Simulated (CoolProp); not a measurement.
Nitrogen at 343.9 K and 0.137 MPa is compressed adiabatically to 0.722 MPa with isentropic efficiency 0.85. Each further row changes one setting.

Values from CoolProp's reference Helmholtz-energy equation of state, Span 2000.

```
case             work (kJ/kg)  final temperature (K)  final density (kg/m³)
---------------  ------------  ---------------------  ---------------------
as stated                 255                  586.4                   4.14
efficiency 1              217                  550.6                   4.40
efficiency 0.65           334                  659.0                   3.68
```
